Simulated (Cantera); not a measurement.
## Equilibrium for hydrogen reduction and annealing atmospheres: SiO2 + H2 + H2O

Charge: 1 mol SiO2, 150 mol H2, 0.085 mol H2O, equilibrated at 1750 °C.

Method: chemical equilibrium by Gibbs-energy minimisation in Cantera with the NASA 1993 tables (ideal gas, pure condensed phases). Candidate condensed phases: H2O, Si, SiO2; 18 gas species. The tables hold silica as quartz up to 1696 K and as liquid above; real silica turns to tridymite and cristobalite and melts near 1996 K. Gases not in the tables: Si(OH)4. Rates play no part.

| P (Pa) | x H2 | x H | x H2O | x SiO | x OH | x O | x SiH2 | n SiO2(l) |
|---|---|---|---|---|---|---|---|---|
| 10 | 0.816 | 0.172 | 0.00640 | 0.00605 | 0.000140 | 2.14e-5 | 4.94e-12 | 0 |
| 36 | 0.892 | 0.0945 | 0.00676 | 0.00631 | 7.46e-5 | 5.75e-6 | 2.10e-11 | 0 |
| 130 | 0.936 | 0.0509 | 0.00696 | 0.00645 | 3.95e-5 | 1.56e-6 | 8.29e-11 | 0 |
| 460 | 0.959 | 0.0274 | 0.00706 | 0.00653 | 2.10e-5 | 4.37e-7 | 3.07e-10 | 0 |
| 1700 | 0.972 | 0.0144 | 0.00712 | 0.00657 | 1.10e-5 | 1.18e-7 | 1.17e-9 | 0 |
| 6000 | 0.979 | 0.00767 | 0.00715 | 0.00659 | 5.84e-6 | 3.32e-8 | 4.17e-9 | 0 |
| 22000 | 0.982 | 0.00401 | 0.00716 | 0.00661 | 3.05e-6 | 9.05e-9 | 1.54e-8 | 0 |
| 77000 | 0.984 | 0.00215 | 0.00717 | 0.00661 | 1.63e-6 | 2.58e-9 | 5.40e-8 | 0 |
| 280000 | 0.987 | 0.00113 | 0.00630 | 0.00574 | 7.50e-7 | 6.23e-10 | 1.95e-7 | 0.133 |
| 1000000 | 0.993 | 0.000598 | 0.00349 | 0.00292 | 2.19e-7 | 9.59e-11 | 6.49e-7 | 0.560 |
x: gas mole fraction; n: condensed amount in mol.

From 10.0 Pa to 0.770 bar nothing is condensed. From 2.80 bar to 10.0 bar the condensed part is SiO2(l).
